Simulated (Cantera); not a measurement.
A diamond (100) surface in a fixed gas of H2 with x(CH4) = 0.018, x(H) = 0.018, at 1298 K, 0.148 atm; coverages are run to steady state.

Computed with Cantera and the Harris–Goodwin 1993 mechanism for the reconstructed diamond (100) surface.

θ: site fractions in the mechanism's names (c6HH fully hydrogenated, c6H* and c6*H radical sites, c6** diradical, c6HM methylated).

| x(CH3) | growth (µm/h) | θ c6HH | θ c6H* | θ c6*H | θ c6** | θ c6HM |
|---|---|---|---|---|---|---|
| 1e-06 | 0.103 | 0.379 | 0.0496 | 0.525 | 0.0463 | [?] |
| 2.3e-06 | 0.237 | 0.379 | 0.0496 | 0.525 | 0.0463 | [?] |
| 5.4e-06 | 0.556 | 0.379 | 0.0496 | 0.525 | 0.0463 | [?] |
| 1.2e-05 | 1.24 | 0.379 | 0.0496 | 0.525 | 0.0463 | [?] |
| 2.9e-05 | 2.98 | 0.379 | 0.0496 | 0.525 | 0.0462 | [?] |
| 6.7e-05 | 6.89 | 0.379 | 0.0496 | 0.525 | 0.0462 | [?] |
| 0.00016 | 16.4 | 0.378 | 0.0495 | 0.525 | 0.0461 | [?] |
| 0.00036 | 36.8 | 0.378 | 0.0494 | 0.524 | 0.0459 | [?] |
| 0.00083 | 84.3 | 0.377 | 0.0492 | 0.521 | 0.0454 | [?] |

Q: What belongs in the gaps?

A: 
- 1e-06, θ c6HM: 4.56e-6
- 2.3e-06, θ c6HM: 1.05e-5
- 5.4e-06, θ c6HM: 2.46e-5
- 1.2e-05, θ c6HM: 5.47e-5
- 2.9e-05, θ c6HM: 0.000132
- 6.7e-05, θ c6HM: 0.000305
- 0.00016, θ c6HM: 0.000728
- 0.00036, θ c6HM: 0.00163
- 0.00083, θ c6HM: 0.00374
